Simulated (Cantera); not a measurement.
Charge: 1 mol FeS, 1.1 mol SO₃, 2.9 mol N₂, equilibrated at 1600 K and 42000 Pa.

Cantera equilibrium calculation (NASA polynomials, part measured and part estimated; ideal gas, pure solids and liquids). Candidate condensed phases: Fe, FeO, FeS, FeSO₄, FeS₂, Fe₂O₃, Fe₂(SO₄)₃, Fe₃O₄, S; 19 gas species. Metal and sulfide melt together well below either melting point, which pure phases cannot show. Mutual solubility and eutectic melting of coexisting phases are not modelled. The tables' stoichiometric FeO is somewhat more stable than real wüstite, so its field is too wide. FeO, FeS: taken at fixed stoichiometry. Kinetics and transport are ignored.

Base state: N₂ 0.644, SO₂ 0.261, S₂ 0.0866, SO 0.00543, S₂O 0.00322, S 5.49e-5 (mole fractions); condensed: FeO(s) + FeS(l).

Question: What changes in the equilibrium state with this change: SO₃ from 1.1 to 2.9 mol?

Answer: 
```csv
species,before,after
SO₂,0.261,0.566
N₂,0.644,0.428
SO,0.00543,0.00333
S₂,0.0866,0.00260
S₂O,0.00322,0.000341
S,5.49e-5,9.50e-6
"FeO(s), mol",0.909,1.00
"FeS(l), mol",0.0905,0
```
FeO: taken at fixed stoichiometry.

Question: What changes in the equilibrium state with this change: temperature from 1600 K to 1648 K?

Answer: 
```
species       before    after
-----------  -------  -------
N₂             0.644    0.642
SO₂            0.261    0.254
S₂            0.0866   0.0941
S            5.49e-5  9.20e-5
SO           0.00543  0.00713
S₂O          0.00322  0.00334
FeO(s), mol    0.909    0.960
FeS(l), mol   0.0905   0.0404
```
